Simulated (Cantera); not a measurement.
Charge: 1 mol Si, 0.012 mol O2, 14 mol H2, equilibrated at 100000 Pa.

Cantera equilibrium calculation (NASA polynomials, part measured and part estimated; ideal gas, pure solids and liquids). Candidate condensed phases: H2O, Si, SiO2; 18 gas species. Mutual solubility and eutectic melting of coexisting phases are not modelled. The tables hold silica as quartz up to 1696 K and as liquid above; real silica turns to tridymite and cristobalite and melts near 1996 K. Gases not in the tables: Si2H6 and higher silanes. Kinetics and transport are ignored.

### Question
Which condensed phases are stable at each of these points (T (K)): 925, 1075, 1225, 1375, 1525, 1675, 1825, 1975, 2125?

### Answer
```json
[
 {"T (K)": "925", "condensed phases": "Si(s) + SiO2(β-quartz)", "Si condensed (%)": "100.0"},
 {"T (K)": "1075", "condensed phases": "Si(s) + SiO2(β-quartz)", "Si condensed (%)": "100.0"},
 {"T (K)": "1225", "condensed phases": "Si(s) + SiO2(β-quartz)", "Si condensed (%)": "100.0"},
 {"T (K)": "1375", "condensed phases": "Si(s) + SiO2(β-quartz)", "Si condensed (%)": "99.9"},
 {"T (K)": "1525", "condensed phases": "Si(s) + SiO2(β-quartz)", "Si condensed (%)": "98.9"},
 {"T (K)": "1675", "condensed phases": "Si(s)", "Si condensed (%)": "97.6"},
 {"T (K)": "1825", "condensed phases": "Si(l)", "Si condensed (%)": "97.5"},
 {"T (K)": "1975", "condensed phases": "Si(l)", "Si condensed (%)": "97.4"},
 {"T (K)": "2125", "condensed phases": "Si(l)", "Si condensed (%)": "96.9"}
]
```

From 925 K to 1525 K the condensed part is Si(s) + SiO2(β-quartz). At 1675 K the condensed part is Si(s). From 1825 K to 2125 K the condensed part is Si(l).
